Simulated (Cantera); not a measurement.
Charge: 1 mol Cr₂O₃, a varied amount of H₂, held at 0.0100 bar.

These are equilibrium values from Cantera (NASA tables, ideal gas, pure condensed phases), not measurements of a reactor. Candidate condensed phases: Cr, Cr₂O₃, H₂O; 13 gas species. Mutual solubility and eutectic melting of coexisting phases are not modelled. Rates play no part.

Stable condensed phases, one row left out:

```
T in °C \ n(H₂) in mol
           36   57   92  150  230  370  600  960 1500
   1727     A    A    B    B    B    B    B    B    B
   1652     A    A    A    B    B    B    B    B    B
   1577     A    A    A    A    B    B    B    B    B
   1502     A    A    A    A    A    A    B    B    B
   1427     C    C    C    C    C    C    C    B    B
   1352     C    C    C    C    C    C    C    C    D
   1202     C    C    C    C    C    C    C    C    C
   1127     C    C    C    C    C    C    C    C    C
   1052     C    C    C    C    C    C    C    C    C
```

A: Cr₂O₃; B: gas only; C: Cr + Cr₂O₃; D: Cr.

Q: Give the row for 1277 °C.

A: 36: Cr + Cr₂O₃; 57: Cr + Cr₂O₃; 92: Cr + Cr₂O₃; 150: Cr + Cr₂O₃; 230: Cr + Cr₂O₃; 370: Cr + Cr₂O₃; 600: Cr + Cr₂O₃; 960: Cr + Cr₂O₃; 1500: Cr + Cr₂O₃.
